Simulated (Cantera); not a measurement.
Feed: 1 mol CuO, 0.86 mol CH4, 7.8 mol H2, equilibrated at 2000 °C and 17.0 mbar.

Cantera equilibrium calculation (NASA polynomials, part measured and part estimated; ideal gas, pure solids and liquids). Candidate condensed phases: C, C6H6, C7H8, C8H18, Cu, CuO, Cu(OH)2, Cu2O, H2O; 113 gas species. The numbers say what is thermodynamically allowed, not how fast it happens.

Base state: H2 0.773, Cu 0.0853, CO 0.0732, H 0.0566, H2O 0.0116, CO2 0.000199, OH 0.000132, Cu2 2.88e-5 (mole fractions); condensed: gas only.

Question: What changes in the equilibrium state with this change: temperature from 2000 °C to 600 °C?

Answer: 
```tsv
species	before	after
H2	0.773	0.904
CO	0.0732	0.0778
H2O	0.0116	0.0130
Cu	0.0853	<1e-9
H	0.0566	<1e-9
CH4	<1e-9	0.00244
OH	0.000132	<1e-9
Cu2	2.88e-5	<1e-9
CO2	0.000199	0.00299
Cu(s), mol	0	1.00
```

Question: What changes in the equilibrium state with this change: pressure from 17.0 mbar to 10.0 mbar?

Answer: 
| species | before | after |
|---|---|---|
| H2 | 0.773 | 0.758 |
| Cu | 0.0853 | 0.0846 |
| H | 0.0566 | 0.0731 |
| H2O | 0.0116 | 0.0115 |
| CO | 0.0732 | 0.0726 |
| Cu2 | 2.88e-5 | 1.66e-5 |
| O | 6.65e-6 | 1.14e-5 |
| OH | 0.000132 | 0.000172 |
| CO2 | 0.000199 | 0.000199 |
